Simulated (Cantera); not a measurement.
CH₃SiCl₃ + C₂H₄ + H₂ (silicon carbide growth)

Input: 1 mol CH₃SiCl₃, 0.079 mol C₂H₄, 700 mol H₂, held at 6.08 Torr.

Method: chemical equilibrium by Gibbs-energy minimisation in Cantera with the NASA 1993 tables (ideal gas, pure condensed phases). Candidate condensed phases: C, C₆H₆, C₇H₈, C₈H₁₈, Si, SiC; 109 gas species. The feed counts by its element totals alone. Gases not in the tables: Si₂H₆ and higher silanes. The numbers say what is thermodynamically allowed, not how fast it happens.

From 1873 K to 2073 K the condensed part is SiC(s). From 2123 K to 2273 K nothing is condensed. The main Si-bearing gas is Si throughout.

```
T (K)   x H₂      x H    x HCl      x Si  x C₂H₂ (acetylene)      x Cl    x SiH  n SiC(s)
-----  -----  -------  -------  --------  ------------------  --------  -------  --------
1873   0.988  0.00713  0.00422   5.33e-5            0.000142   2.31e-5  4.44e-6     0.953
1923   0.985   0.0104  0.00420  0.000132            0.000186   3.33e-5  9.65e-6     0.888
1973   0.980   0.0148  0.00418  0.000292            0.000274   4.73e-5  1.88e-5     0.756
2023   0.974   0.0208  0.00414  0.000593            0.000435   6.58e-5  3.39e-5     0.505
2073   0.965   0.0287  0.00409   0.00113            0.000715   8.99e-5  5.72e-5    0.0469
2123   0.955   0.0390  0.00404   0.00122            0.000749  0.000121  5.55e-5         0
2173   0.942   0.0520  0.00398   0.00125            0.000751  0.000160  5.08e-5         0
2223   0.925   0.0685  0.00390   0.00126            0.000749  0.000209  4.61e-5         0
2273   0.905   0.0888  0.00380   0.00126            0.000743  0.000269  4.16e-5         0
```
x: gas mole fraction; n: condensed amount in mol.
